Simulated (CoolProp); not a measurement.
Vapour-liquid equilibrium of propane (1) + R134a (2) at 5.83 bar; x and y are mole fractions of (1).

Values from CoolProp's multi-fluid Helmholtz-energy mixture model, Lemmon 2009 and Tillner-Roth 1994; pair parameters Bell 2016.

```json
[
 {"x": "0.05", "bubble temperature (K)": "287.3", "y at the bubble point": "0.201", "dew temperature at overall composition x (K)": "292.2", "liquid density (mol/L)": "12.09"},
 {"x": "0.125", "bubble temperature (K)": "280.9", "y at the bubble point": "0.379", "dew temperature at overall composition x (K)": "289.8", "liquid density (mol/L)": "12.14"},
 {"x": "0.2", "bubble temperature (K)": "277.3", "y at the bubble point": "0.473", "dew temperature at overall composition x (K)": "287.3", "liquid density (mol/L)": "12.11"},
 {"x": "0.275", "bubble temperature (K)": "275.3", "y at the bubble point": "0.528", "dew temperature at overall composition x (K)": "284.7", "liquid density (mol/L)": "12.04"},
 {"x": "0.35", "bubble temperature (K)": "274.2", "y at the bubble point": "0.562", "dew temperature at overall composition x (K)": "282.0", "liquid density (mol/L)": "11.96"},
 {"x": "0.425", "bubble temperature (K)": "273.5", "y at the bubble point": "0.586", "dew temperature at overall composition x (K)": "279.2", "liquid density (mol/L)": "11.89"},
 {"x": "0.5", "bubble temperature (K)": "273.1", "y at the bubble point": "0.605", "dew temperature at overall composition x (K)": "276.3", "liquid density (mol/L)": "11.83"},
 {"x": "0.575", "bubble temperature (K)": "272.9", "y at the bubble point": "0.625", "dew temperature at overall composition x (K)": "273.8", "liquid density (mol/L)": "11.79"},
 {"x": "0.65", "bubble temperature (K)": "272.8", "y at the bubble point": "0.646", "dew temperature at overall composition x (K)": "272.8", "liquid density (mol/L)": "11.77"},
 {"x": "0.725", "bubble temperature (K)": "272.9", "y at the bubble point": "0.675", "dew temperature at overall composition x (K)": "273.6", "liquid density (mol/L)": "11.77"},
 {"x": "0.8", "bubble temperature (K)": "273.4", "y at the bubble point": "0.716", "dew temperature at overall composition x (K)": "275.1", "liquid density (mol/L)": "11.79"},
 {"x": "0.875", "bubble temperature (K)": "274.6", "y at the bubble point": "0.779", "dew temperature at overall composition x (K)": "276.9", "liquid density (mol/L)": "11.80"},
 {"x": "0.95", "bubble temperature (K)": "277.1", "y at the bubble point": "0.886", "dew temperature at overall composition x (K)": "278.8", "liquid density (mol/L)": "11.80"}
]
```

y crosses x between x = 0.575 and 0.65: the model has an azeotrope there.

The pair parameters rest on a limited set of measurements; away from them the model extrapolates. With so large a gap from Raoult's law the liquid may split in two, which this calculation doesn't test in full.
